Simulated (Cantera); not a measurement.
**Equilibrium for metals in furnace atmospheres: Cu + O2 + CO**

Charge: 1 mol Cu, 0.08 mol O2, a varied amount of CO, held at 1 atm.

Cantera equilibrium calculation (NASA polynomials, part measured and part estimated; ideal gas, pure solids and liquids). Candidate condensed phases: C, Cu, CuO, Cu2O; 15 gas species. Equilibrium is a limit: real reactors are often held back by kinetics, nucleation or transport.

**Question.** Map the stable condensed phases over T = 1025, 1075, 1125, 1175, 1225, 1275, 1325, 1375, 1425, 1475, 1525 K and n(CO) in mol = 0.49, 0.57, 0.65, 0.74, 0.85, 0.98, 1.1, 1.3, 1.5, 1.7, 2, 2.2, 2.6.

**Answer.** 
```
T in K \ n(CO) in mol
         0.49 0.57 0.65 0.74 0.85 0.98  1.1  1.3  1.5  1.7    2  2.2  2.6
   1525     A    A    A    A    A    A    A    A    A    A    A    A    A
   1475     A    A    A    A    A    A    A    A    A    A    A    A    A
   1425     A    A    A    A    A    A    A    A    A    A    A    A    A
   1375     A    A    A    A    A    A    A    A    A    A    A    A    A
   1325     A    A    A    A    A    A    A    A    A    A    A    A    A
   1275     A    A    A    A    A    A    A    A    A    A    A    A    A
   1225     A    A    A    A    A    A    A    A    A    A    A    A    A
   1175     A    A    A    A    A    A    A    A    A    A    A    A    A
   1125     A    A    A    A    A    A    A    A    A    A    A    A    A
   1075     A    A    A    A    A    A    A    A    B    B    B    B    B
   1025     A    A    A    A    B    B    B    B    B    B    B    B    B
```
A: Cu; B: C + Cu.
